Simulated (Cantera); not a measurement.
A closed system holds: 1 mol SiO₂, a varied amount of CH₄, 0.044 mol CO, held at 1923 K and 0.530 bar.

Equilibrium computed with Cantera from the NASA thermochemical tables; the gas is ideal and each condensed phase is pure. Candidate condensed phases: C, C₆H₆, C₇H₈, C₈H₁₈, H₂O, Si, SiC, SiO₂; 123 gas species. Mutual solubility and eutectic melting of coexisting phases are not modelled. The tables hold silica as quartz up to 1696 K and as liquid above; real silica turns to tridymite and cristobalite and melts near 1996 K. Gases not in the tables: Si₂H₆ and higher silanes. Equilibrium is a limit: real reactors are often held back by kinetics, nucleation or transport.

What share of the Si ends up in condensed phases as a function of n(CH₄) (mol), at 0.5, 0.6, 0.72, 0.86, 1, 1.2, 1.5, 1.7, 2.1, 2.5?


```json
[
 {"n(CH₄) (mol)": "0.5", "Si condensed (%)": "67.1", "as": "SiC(s) + SiO₂(condensed)"},
 {"n(CH₄) (mol)": "0.6", "Si condensed (%)": "60.5", "as": "SiC(s) + SiO₂(condensed)"},
 {"n(CH₄) (mol)": "0.72", "Si condensed (%)": "52.6", "as": "SiC(s) + SiO₂(condensed)"},
 {"n(CH₄) (mol)": "0.86", "Si condensed (%)": "43.4", "as": "SiC(s) + SiO₂(condensed)"},
 {"n(CH₄) (mol)": "1", "Si condensed (%)": "34.2", "as": "SiC(s) + SiO₂(condensed)"},
 {"n(CH₄) (mol)": "1.2", "Si condensed (%)": "21.1", "as": "SiC(s) + SiO₂(condensed)"},
 {"n(CH₄) (mol)": "1.5", "Si condensed (%)": "25.0", "as": "SiC(s)"},
 {"n(CH₄) (mol)": "1.7", "Si condensed (%)": "35.0", "as": "SiC(s)"},
 {"n(CH₄) (mol)": "2.1", "Si condensed (%)": "55.0", "as": "SiC(s)"},
 {"n(CH₄) (mol)": "2.5", "Si condensed (%)": "75.0", "as": "SiC(s)"}
]
```
